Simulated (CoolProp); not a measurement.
Computed with CoolProp (reference Helmholtz-energy equation of state, Akasaka 2015).

**Question.** For R245fa, give the phase and the cp (kJ/(kg K)), speed of sound (m/s), Joule-Thomson coefficient (K/MPa), isothermal compressibility (1/MPa) at 183.6 K and 0.0471 MPa.

**Answer.** 
- 183.6 K and 0.0471 MPa: liquid; cp 1.14, speed of sound 1180, Joule-Thomson coefficient -0.405, isothermal compressibility 0.000637
